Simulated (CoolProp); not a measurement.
A simple Rankine cycle with water: condensing at 327.15 K, boiler at 3.71 MPa, turbine inlet 559 K, turbine efficiency 0.75, pump efficiency 0.8, no recuperator. Each further row changes one setting.

Values from CoolProp's reference Helmholtz-energy equation of state, Wagner 2002.

| case | thermal efficiency (%) | net work (kJ/kg) | heat in (kJ/kg) | turbine exit temperature (K) | volume ratio over the turbine |
|---|---|---|---|---|---|
| as stated | 24.2 | 654 | 2700 | 327.1 | 140 |
| turbine inlet 579 K | 24.4 | 672 | 2760 | 327.1 | 135 |
| condensing temperature 319.15 K | 25.1 | 688 | 2730 | 319.1 | 202 |
| boiler pressure 2.6 MPa | 23.0 | 631 | 2740 | 327.1 | 97.1 |
| turbine efficiency 0.65 | 21.0 | 566 | 2700 | 327.1 | 146 |

The expansion ends wet for: as stated; turbine inlet 579 K; condensing temperature 319.15 K; boiler pressure 2.6 MPa; turbine efficiency 0.65.
